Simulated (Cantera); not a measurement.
# Stirred combustor or abatement burner

A perfectly stirred reactor is fed with 4.01 % CH₄, 1.56 % C₂H₆, 3.41 % C₃H₈, 19.1 % O₂, 71.8 % N₂, 0.124 % CO₂, at 1.01 bar; it is adiabatic with a 525 K inlet, and is followed from long to short residence time, starting on the burning branch (τ in s: 0.032, 0.013, 0.0052, 0.0021, 0.00083, 0.00033, 0.00013, 5.4e-05, 2.2e-05).

Detailed kinetics in Cantera: GRI-Mech 3.0 (53 species, 325 reactions). GRI-Mech 3.0 was tuned for natural gas; its chemistry of propane as a main component is partial and can be far from experiment.

```
τ (s)    T (K)     x CH₄   x C₂H₆   x C₃H₈     x NO₂      x O    x CO    x HO₂
-------  -----  --------  -------  -------  --------  -------  ------  -------
0.032     2032  0.000525  7.92e-7  9.68e-7  4.96e-10  4.20e-6   0.109  5.24e-8
0.013     2028  0.000731  1.84e-6  2.14e-6  6.24e-10  7.20e-6   0.108  1.17e-7
0.0052    2021  0.000972  4.22e-6  4.76e-6  7.75e-10  1.32e-5   0.107  2.69e-7
0.0021    2008   0.00130  9.76e-6  1.07e-5  9.41e-10  2.46e-5   0.105  6.45e-7
0.00083   1980   0.00188  2.50e-5  2.60e-5   1.16e-9  4.64e-5   0.103  1.78e-6
0.00033   1907   0.00343  8.81e-5  8.07e-5   1.51e-9  8.15e-5   0.102  6.92e-6
0.00013    525    0.0401   0.0156   0.0341    <1e-12   <1e-12  <1e-12   <1e-12
5.4e-5     525    0.0401   0.0156   0.0341    <1e-12   <1e-12  <1e-12   <1e-12
2.2e-5     525    0.0401   0.0156   0.0341    <1e-12   <1e-12  <1e-12   <1e-12
```
x: mole fraction; the columns are a selection and need not sum to one.
